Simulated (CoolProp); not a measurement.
n-perfluorobutane at 298.15 K and 0.0301 MPa is throttled through a valve to 0.008 MPa with no heat exchange. Each further row changes one setting.

The numbers come from the reference Helmholtz-energy equation of state, Gao 2022 in CoolProp.

| case | temperature change (K) | final density (kg/m³) |
|---|---|---|
| as stated | -0.3 | ? |
| outlet pressure 0.0024 MPa | ? | ? |
| outlet pressure 0.0104 MPa | -0.3 | ? |

What belongs in the gaps?


- as stated, final density (kg/m³): 0.771
- outlet pressure 0.0024 MPa, temperature change (K): -0.4
- outlet pressure 0.0024 MPa, final density (kg/m³): 0.231
- outlet pressure 0.0104 MPa, final density (kg/m³): 1.00
